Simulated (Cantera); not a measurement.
An adiabatic, constant-pressure homogeneous reactor starts with CH4 : O2 : N2 = 1 : 1.25 : 10.2 (molar parts), equivalence ratio 1.6, at 1748 K and 9.38 atm. Integrator tolerance rtol = 1e-08.

Detailed kinetics in Cantera: GRI-Mech 3.0 (53 species, 325 reactions).

### Question
What does this change do: initial temperature 1748 to 1050 K?

### Answer
```csv
quantity,before,after
time of steepest temperature rise,54.6 µs,94.6 ms
temperature at 7.00 s,2540 K,1898 K
equilibrium temperature,2540 K,1898 K
x(CH4) at 7.00 s,2.38e-11 (gas-phase equilibrium 2.68e-11),9.68e-10 (gas-phase equilibrium 1.08e-9)
x(O2) at 7.00 s,1.74e-5 (gas-phase equilibrium 1.74e-5),4.39e-9 (gas-phase equilibrium 4.39e-9)
x(NO) at 7.00 s,0.000223 (gas-phase equilibrium 0.000223),8.62e-7 (gas-phase equilibrium 8.19e-7)
x(C2H6) at 7.00 s,<1e-12 (gas-phase equilibrium <1e-12),<1e-12 (gas-phase equilibrium <1e-12)
x(O) at 7.00 s,2.40e-5 (gas-phase equilibrium 2.40e-5),6.34e-9 (gas-phase equilibrium 6.34e-9)
```

### Question
What does this change do: pressure from 9.38 atm to 0.987 atm?

### Answer
| quantity | before | after |
|---|---|---|
| time of steepest temperature rise | 54.6 µs | 0.296 ms |
| temperature at 7.00 s | 2540 K | 2503 K |
| equilibrium temperature | 2540 K | 2503 K |
| x(CH4) at 7.00 s | 2.38e-11 (gas-phase equilibrium 2.68e-11) | <1e-12 (gas-phase equilibrium <1e-12) |
| x(O2) at 7.00 s | 1.74e-5 (gas-phase equilibrium 1.74e-5) | 0.000113 (gas-phase equilibrium 0.000113) |
| x(NO) at 7.00 s | 0.000223 (gas-phase equilibrium 0.000223) | 0.000533 (gas-phase equilibrium 0.000533) |
| x(C2H6) at 7.00 s | <1e-12 (gas-phase equilibrium <1e-12) | <1e-12 (gas-phase equilibrium <1e-12) |
| x(O) at 7.00 s | 2.40e-5 (gas-phase equilibrium 2.40e-5) | 0.000158 (gas-phase equilibrium 0.000158) |

### Question
What does this change do: initial temperature 1748 to 1198 K?

### Answer
| quantity | before | after |
|---|---|---|
| time of steepest temperature rise | 54.6 µs | 13.9 ms |
| temperature at 7.00 s | 2540 K | 2034 K |
| equilibrium temperature | 2540 K | 2034 K |
| x(CH4) at 7.00 s | 2.38e-11 (gas-phase equilibrium 2.68e-11) | 3.57e-10 (gas-phase equilibrium 4.00e-10) |
| x(O2) at 7.00 s | 1.74e-5 (gas-phase equilibrium 1.74e-5) | 3.94e-8 (gas-phase equilibrium 3.94e-8) |
| x(NO) at 7.00 s | 0.000223 (gas-phase equilibrium 0.000223) | 3.61e-6 (gas-phase equilibrium 3.61e-6) |
| x(C2H6) at 7.00 s | <1e-12 (gas-phase equilibrium <1e-12) | <1e-12 (gas-phase equilibrium <1e-12) |
| x(O) at 7.00 s | 2.40e-5 (gas-phase equilibrium 2.40e-5) | 5.59e-8 (gas-phase equilibrium 5.59e-8) |
